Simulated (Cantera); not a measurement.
**Ignition delay**

Mixture: CH4 : O2 : N2 = 1 : 1.43 : 5.86 (molar parts), equivalence ratio 1.4, at 405 Torr, adiabatic and at constant volume. Ignition delay is the time to a rise of 400 K.

Model: GRI-Mech 3.0 (53 species, 325 reactions), integrated in Cantera.

```csv
T0 (K),delay (ms)
1075,684
1175,137
1275,32.2
1375,8.79
1475,2.79
1575,1.05
1675,0.465
1775,0.232
1875,0.128
1975,0.0754
```

```
Item                                                    Result
--------------------------------------------------  ----------
apparent activation energy between 1775 and 1975 K  160 kJ/mol
```
